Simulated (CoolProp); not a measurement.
CHF3 (R23) at several states: density (kg/m³) from the reference equation and from simpler models built on Tc = 299.3 K, pc = 48.32 bar, ω = 0.263; each cubic takes its own stable root.

Computed with CoolProp (reference Helmholtz-energy equation of state, Penoncello 2003).

```
T (K)  p (bar)   phase  reference  van der Waals  Redlich-Kwong  Soave-Redlich-Kwong
-----  -------  ------  ---------  -------------  -------------  -------------------
157.6    0.111  liquid          …         0.5948         0.5958                    …
200.8     1.63     gas      7.244              …          7.090                7.121
246.6     4.05     gas      14.76              …          14.58                    …
300.6     1.92     gas      5.456          5.443          5.452                5.452
```

Problem. Some entries are withheld; supply them.

Solution. 
- 157.6, reference: 1568
- 157.6, Soave-Redlich-Kwong: 1333
- 200.8, van der Waals: 7.018
- 246.6, van der Waals: 14.42
- 246.6, Soave-Redlich-Kwong: 14.64

At some of these states van der Waals, Redlich-Kwong gives the other phase, because its saturation line lies elsewhere.
